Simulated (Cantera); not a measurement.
# Transport properties of process gases

Gas mixture: N2 : C2H6 : H2 : CO = 0.81 : 0.42 : 0.75 : 0.12 (molar parts), at 10.0 bar, frozen composition.

Cantera's kinetic-theory transport with the Lennard-Jones parameters of GRI-Mech 3.0, ideal gas; thermal conductivity in the multicomponent form. The composition is frozen, though it would react at the higher temperatures.

```json
[
 {"T (K)": "400", "ρ (kg/m³)": "5.76", "cp (J/kg/K)": "1906", "μ (µPa s)": "18.3", "λ (mW/m/K)": "70.2", "Pr": "0.496", "D (cm²/s) H2O": "0.0478", "D (cm²/s) CH3": "0.0456", "D (cm²/s) N2": "0.0499"},
 {"T (K)": "650", "ρ (kg/m³)": "3.54", "cp (J/kg/K)": "2239", "μ (µPa s)": "26.1", "λ (mW/m/K)": "108", "Pr": "0.540", "D (cm²/s) H2O": "0.118", "D (cm²/s) CH3": "0.106", "D (cm²/s) N2": "0.116"},
 {"T (K)": "900", "ρ (kg/m³)": "2.56", "cp (J/kg/K)": "2510", "μ (µPa s)": "32.7", "λ (mW/m/K)": "146", "Pr": "0.561", "D (cm²/s) H2O": "0.212", "D (cm²/s) CH3": "0.184", "D (cm²/s) N2": "0.201"},
 {"T (K)": "1150", "ρ (kg/m³)": "2.00", "cp (J/kg/K)": "2722", "μ (µPa s)": "38.5", "λ (mW/m/K)": "183", "Pr": "0.573", "D (cm²/s) H2O": "0.326", "D (cm²/s) CH3": "0.278", "D (cm²/s) N2": "0.303"},
 {"T (K)": "1400", "ρ (kg/m³)": "1.64", "cp (J/kg/K)": "2881", "μ (µPa s)": "43.9", "λ (mW/m/K)": "219", "Pr": "0.577", "D (cm²/s) H2O": "0.457", "D (cm²/s) CH3": "0.387", "D (cm²/s) N2": "0.420"},
 {"T (K)": "1650", "ρ (kg/m³)": "1.40", "cp (J/kg/K)": "3002", "μ (µPa s)": "48.9", "λ (mW/m/K)": "254", "Pr": "0.578", "D (cm²/s) H2O": "0.604", "D (cm²/s) CH3": "0.508", "D (cm²/s) N2": "0.552"},
 {"T (K)": "1900", "ρ (kg/m³)": "1.21", "cp (J/kg/K)": "3094", "μ (µPa s)": "53.6", "λ (mW/m/K)": "287", "Pr": "0.578", "D (cm²/s) H2O": "0.767", "D (cm²/s) CH3": "0.643", "D (cm²/s) N2": "0.698"},
 {"T (K)": "2150", "ρ (kg/m³)": "1.07", "cp (J/kg/K)": "3164", "μ (µPa s)": "58.1", "λ (mW/m/K)": "319", "Pr": "0.576", "D (cm²/s) H2O": "0.944", "D (cm²/s) CH3": "0.789", "D (cm²/s) N2": "0.857"}
]
```
D: mixture-averaged diffusion coefficient of that species in the mixture.
